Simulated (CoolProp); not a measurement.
Vapour-liquid equilibrium of R114 (1) + ethanol (2) at 383.3 K; x and y are mole fractions of (1).

Computed with CoolProp (multi-fluid Helmholtz-energy mixture model, Platzer 1990 and Schroeder 2014; pair parameters Bell 2016). This equation is an older, rougher fit; its heat capacities, sound speeds and derivatives of the liquid may be far off and weren't checked against measurements.

```
x     bubble pressure, mixture model (kPa)  bubble pressure, Raoult's law (kPa)  y, mixture model  y, Raoult's law
----  ------------------------------------  -----------------------------------  ----------------  ---------------
0.05                                 529.1                                385.0             0.411            0.225
0.15                                 982.2                                526.6             0.694            0.493
0.25                                  1351                                668.3             0.786            0.647
0.35                                  1561                                810.0             0.820            0.748
0.45                                  1638                                951.7             0.832            0.818
0.55                                  1654                                 1093             0.834            0.871
0.65                                  1665                                 1235             0.837            0.911
0.75                                  1695                                 1377             0.849            0.943
0.85                                  1735                                 1518             0.881            0.969
0.95                                  1751                                 1660             0.947            0.991
```

The largest gap from Raoult's law is +102.2 % in bubble pressure, at x = 0.25. y crosses x between x = 0.85 and 0.95: the model has an azeotrope there.

Pair parameters are fitted to limited data, so mixtures are less certain than the pure fluids. With so large a gap from Raoult's law the liquid may split in two, which this calculation doesn't test in full.
